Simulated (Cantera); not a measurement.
An isothermal, constant-pressure homogeneous reactor starts with NO : N₂ = 1 : 0.67 (molar parts), at 1750 K and 0.681 atm. Integrator tolerance rtol = 1e-08.

Computed with Cantera and GRI-Mech 3.0 (53 species, 325 reactions).

Question: What does this change do: N2 0.67 to 2.2 parts?

Answer: 
| quantity | before | after |
|---|---|---|
| x(NO) at 200 s | 0.00815 (gas-phase equilibrium 0.00393) | 0.00760 (gas-phase equilibrium 0.00311) |
| x(O) at 200 s | 4.92e-5 (gas-phase equilibrium 4.94e-5) | 3.54e-5 (gas-phase equilibrium 3.56e-5) |
| x(N₂) at 200 s | 0.697 (gas-phase equilibrium 0.699) | 0.840 (gas-phase equilibrium 0.842) |
| x(NO₂) at 200 s | 2.24e-5 (gas-phase equilibrium 1.08e-5) | 1.50e-5 (gas-phase equilibrium 6.18e-6) |
| x(O₂) at 200 s | 0.295 (gas-phase equilibrium 0.297) | 0.152 (gas-phase equilibrium 0.155) |
| x(N₂O) at 200 s | 1.96e-7 (gas-phase equilibrium 1.78e-7) | 1.72e-7 (gas-phase equilibrium 1.55e-7) |
